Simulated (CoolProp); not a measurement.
R245fa along the isobar 1.4 MPa: density (kg/m³) from the reference equation and from simpler models built on Tc = 153.9 °C, pc = 3.651 MPa, ω = 0.378; each cubic takes its own stable root.

Model: reference Helmholtz-energy equation of state, Akasaka 2015, in CoolProp.

```tsv
T (°C)	phase	reference	van der Waals	Redlich-Kwong	Peng-Robinson
103.35	liquid	1080	73.43	77.38	1052
107.95	gas	79.08	(withheld)	75.47	79.18
112.45	gas	76.53	70.60	73.73	76.97
116.95	gas	(withheld)	69.30	72.10	74.94
121.55	gas	72.20	(withheld)	70.54	73.03
126.05	gas	70.36	66.86	69.10	71.30
130.55	gas	68.67	65.73	(withheld)	(withheld)
135.15	gas	67.08	64.63	66.44	68.15
139.65	gas	(withheld)	63.59	65.22	66.74
144.15	gas	64.30	62.59	64.07	65.41
148.75	gas	63.01	61.61	62.94	64.12
153.25	gas	61.83	60.69	61.89	62.93
157.75	gas	60.71	59.80	60.88	61.80
162.35	gas	59.63	58.92	59.89	60.70
166.85	gas	58.63	58.09	(withheld)	59.67
```

**Question.** Complete the blanks.

**Answer.** 
- 107.95, van der Waals: 71.96
- 116.95, reference: 74.28
- 121.55, van der Waals: 68.04
- 130.55, Redlich-Kwong: 67.75
- 130.55, Peng-Robinson: 69.69
- 139.65, reference: 65.64
- 166.85, Redlich-Kwong: 58.97

At some of these states van der Waals, Redlich-Kwong gives the other phase, because its saturation line lies elsewhere.
